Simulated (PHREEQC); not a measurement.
Synthetic water in mg/L, 25 °C, pH 4.07, pe 12.8:

| constituent | mg/L |
|---|---|
| Na | 1800 |
| K | 49.1 |
| Ca | 97.5 |
| Mg | 7.22 |
| Cl | 1070 |
| S(6) as SO4 | 2790 |
| Al | 47.2 |
| F | 5.7 |

Valence states are taken as typed.

Model: ion-association model, phreeqc.dat, run in PHREEQC.

The ionic strength comes out as 0.107 mol/kgw. What activity coefficients do K+, Cl-, AlSO4+, AlF+2, Al(SO4)2- get?

K+ 0.76, Cl- 0.76, AlSO4+ 0.77, AlF+2 0.38, Al(SO4)2- 0.77.

No solid was allowed to form. Fluoro complexes past AlF4- and FeF3 are missing from the database.
